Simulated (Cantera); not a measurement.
Input: 1 mol CH3F, equilibrated at 2000 °C.

Equilibrium computed with Cantera from the NASA thermochemical tables; the gas is ideal and each condensed phase is pure. Candidate condensed phases: C, C6H6, C7H8, C8H18; 95 gas species. Rates play no part.

x: gas mole fraction; n: condensed amount in mol.

```json
[
 {"P (Pa)": "1", "x H": "0.599", "x HF": "0.344", "x H2": "0.0508", "x F": "___", "x C2H2 (acetylene)": "0.000192", "x C3": "0.00101", "x C": "0.000538", "n C(graphite)": "0.987"},
 {"P (Pa)": "5.20", "x H": "0.459", "x HF": "0.383", "x H2": "0.155", "x F": "___", "x C2H2 (acetylene)": "0.000585", "x C3": "0.000195", "x C": "0.000103", "n C(graphite)": "0.995"},
 {"P (Pa)": "27", "x H": "0.276", "x HF": "0.430", "x H2": "0.292", "x F": "___", "x C2H2 (acetylene)": "0.00110", "x C3": "3.75e-5", "x C": "1.99e-5", "n C(graphite)": "0.994"},
 {"P (Pa)": "140", "x H": "0.141", "x HF": "0.465", "x H2": "0.393", "x F": "___", "x C2H2 (acetylene)": "0.00148", "x C3": "7.23e-6", "x C": "3.84e-6", "n C(graphite)": "0.993"},
 {"P (Pa)": "720", "x H": "0.0664", "x HF": "0.483", "x H2": "0.449", "x F": "___", "x C2H2 (acetylene)": "0.00169", "x C3": "1.41e-6", "x C": "7.47e-7", "n C(graphite)": "0.993"},
 {"P (Pa)": "3700", "x H": "0.0301", "x HF": "0.492", "x H2": "0.476", "x F": "___", "x C2H2 (acetylene)": "0.00179", "x C3": "2.74e-7", "x C": "1.45e-7", "n C(graphite)": "0.993"},
 {"P (Pa)": "19000", "x H": "0.0135", "x HF": "0.497", "x H2": "0.488", "x F": "___", "x C2H2 (acetylene)": "0.00184", "x C3": "5.33e-8", "x C": "2.83e-8", "n C(graphite)": "0.993"},
 {"P (Pa)": "100000", "x H": "0.00591", "x HF": "0.499", "x H2": "0.494", "x F": "___", "x C2H2 (acetylene)": "0.00186", "x C3": "1.01e-8", "x C": "5.38e-9", "n C(graphite)": "0.992"}
]
```

Question: Complete the blanks.

Answer: 
- 1, x F: 0.00443
- 5.20, x F: 0.00124
- 27, x F: 0.000445
- 140, x F: 0.000182
- 720, x F: 7.80e-5
- 3700, x F: 3.41e-5
- 19000, x F: 1.50e-5
- 100000, x F: 6.51e-6
